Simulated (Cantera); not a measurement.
Charge: 1 mol Pb, 6.7 mol CO, 86 mol N2, at 1073 K and 15.0 mbar.

These are equilibrium values from Cantera (NASA tables, ideal gas, pure condensed phases), not measurements of a reactor. Candidate condensed phases: C, Pb, PbO, PbO2, Pb3O4; 27 gas species. Equilibrium is a limit: real reactors are often held back by kinetics, nucleation or transport.

Base state: N2 0.923, CO 0.0719, Pb 0.00487, CO2 1.09e-5 (mole fractions); condensed: C(graphite) + Pb(l).

What changes in the equilibrium state with this change: Pb replaced by PbO?


```csv
species,before,after
N2,0.923,0.923
CO,0.0719,0.0612
CO2,1.09e-5,0.0107
Pb,0.00487,0.00487
"C(graphite), mol",0.00102,0
"Pb(l), mol",0.546,0.546
```
